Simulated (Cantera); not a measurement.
An isothermal, constant-pressure homogeneous reactor starts with N₂O : H₂O = 1 : 0.085 (molar parts), at 1598 K and 1350 Torr. Integrator tolerance rtol = 1e-08.

Model: GRI-Mech 3.0 (53 species, 325 reactions), integrated in Cantera. GRI-Mech 3.0 was tuned for natural gas; its chemistry of N2O as a main component is partial and can be far from experiment. The temperature is held fixed by assumption; the heat of reaction is taken as removed at once.

What does this change do: N2O 1 to 5.1 parts?


| quantity | before | after |
|---|---|---|
| x(N₂O) at 4.00 s | 3.69e-6 (gas-phase equilibrium 1.51e-7) | 5.99e-6 (gas-phase equilibrium 1.61e-7) |
| x(H₂O) at 4.00 s | 0.0536 (gas-phase equilibrium 0.0536) | 0.0110 (gas-phase equilibrium 0.0110) |
| x(OH) at 4.00 s | 0.000117 (gas-phase equilibrium 0.000122) | 5.30e-5 (gas-phase equilibrium 5.59e-5) |
| x(H₂) at 4.00 s | 5.12e-7 (gas-phase equilibrium 4.64e-7) | 1.04e-7 (gas-phase equilibrium 9.30e-8) |
| x(H₂O₂) at 4.00 s | 1.30e-8 (gas-phase equilibrium 1.43e-8) | 2.69e-9 (gas-phase equilibrium 2.99e-9) |
